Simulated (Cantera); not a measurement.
An adiabatic, constant-volume homogeneous reactor starts with CO : H2 : O2 : N2 : CO2 = 1 : 0.51 : 1.54 : 16.9 : 0.41 (molar parts), equivalence ratio 0.49, at 1700 K and 20.0 bar. Integrator tolerance rtol = 1e-08.

Cantera simulation using GRI-Mech 3.0 (53 species, 325 reactions); the numbers are that mechanism's predictions, not measurements. The hydrogen kinetics of GRI-Mech 3.0 are dated; newer H2 mechanisms differ, most at raised pressure. The pressure lies above the range GRI-Mech 3.0 was tuned for (to about 10 atm).

Problem. What does this change do: initial temperature 1700 to 1750 K?

Solution. 
```json
[
 {"quantity": "time of steepest temperature rise", "before": "1.66 µs", "after": "1.45 µs"},
 {"quantity": "temperature at 0.300 s", "before": "2336 K", "after": "2377 K"},
 {"quantity": "equilibrium temperature", "before": "2336 K", "after": "2377 K"},
 {"quantity": "x(CO) at 0.300 s", "before": "0.00105 (gas-phase equilibrium 0.00105)", "after": "0.00135 (gas-phase equilibrium 0.00135)"},
 {"quantity": "x(H2) at 0.300 s", "before": "6.58e-5 (gas-phase equilibrium 6.58e-5)", "after": "8.26e-5 (gas-phase equilibrium 8.26e-5)"},
 {"quantity": "x(O2) at 0.300 s", "before": "0.0365 (gas-phase equilibrium 0.0365)", "after": "0.0362 (gas-phase equilibrium 0.0362)"},
 {"quantity": "x(HO2) at 0.300 s", "before": "2.78e-6 (gas-phase equilibrium 2.78e-6)", "after": "3.10e-6 (gas-phase equilibrium 3.10e-6)"},
 {"quantity": "x(H) at 0.300 s", "before": "1.84e-5 (gas-phase equilibrium 1.84e-5)", "after": "2.55e-5 (gas-phase equilibrium 2.55e-5)"}
]
```

Problem. What does this change do: pressure from 20.0 bar to 4.90 bar?

Solution. 
```json
[
 {"quantity": "time of steepest temperature rise", "before": "1.66 µs", "after": "6.33 µs"},
 {"quantity": "temperature at 0.300 s", "before": "2336 K", "after": "2324 K"},
 {"quantity": "equilibrium temperature", "before": "2336 K", "after": "2324 K"},
 {"quantity": "x(CO) at 0.300 s", "before": "0.00105 (gas-phase equilibrium 0.00105)", "after": "0.00194 (gas-phase equilibrium 0.00194)"},
 {"quantity": "x(H2) at 0.300 s", "before": "6.58e-5 (gas-phase equilibrium 6.58e-5)", "after": "0.000122 (gas-phase equilibrium 0.000122)"},
 {"quantity": "x(O2) at 0.300 s", "before": "0.0365 (gas-phase equilibrium 0.0365)", "after": "0.0368 (gas-phase equilibrium 0.0368)"},
 {"quantity": "x(HO2) at 0.300 s", "before": "2.78e-6 (gas-phase equilibrium 2.78e-6)", "after": "1.88e-6 (gas-phase equilibrium 1.88e-6)"},
 {"quantity": "x(H) at 0.300 s", "before": "1.84e-5 (gas-phase equilibrium 1.84e-5)", "after": "4.79e-5 (gas-phase equilibrium 4.79e-5)"}
]
```
